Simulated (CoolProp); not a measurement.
A simple Rankine cycle with cyclopentane: condensing at 291.15 K, boiler at 0.319 MPa, turbine inlet 364.2 K, turbine efficiency 0.8, pump efficiency 0.6, no recuperator. Each further row changes one setting.

The numbers come from the reference Helmholtz-energy equation of state, Gedanitz 2015 in CoolProp.

| case | thermal efficiency (%) | net work (kJ/kg) | heat in (kJ/kg) | turbine exit temperature (K) | volume ratio over the turbine |
|---|---|---|---|---|---|
| as stated | 13.7 | ? | 499 | ? | 9.04 |
| turbine inlet 384.2 K | ? | ? | 532 | 328.7 | 9.06 |
| condensing temperature 283.15 K | 15.1 | 77.6 | 513 | 299.4 | 12.5 |
| boiler pressure 0.223 MPa | 11.8 | 59.5 | 503 | 317.1 | 6.36 |
| turbine efficiency 0.7 | ? | 59.7 | 499 | 314.1 | 9.25 |

**Question.** What belongs in the gaps?

**Answer.** 
- as stated, net work (kJ/kg): 68.3
- as stated, turbine exit temperature (K): 307.3
- turbine inlet 384.2 K, thermal efficiency (%): 13.8
- turbine inlet 384.2 K, net work (kJ/kg): 73.2
- turbine efficiency 0.7, thermal efficiency (%): 12.0
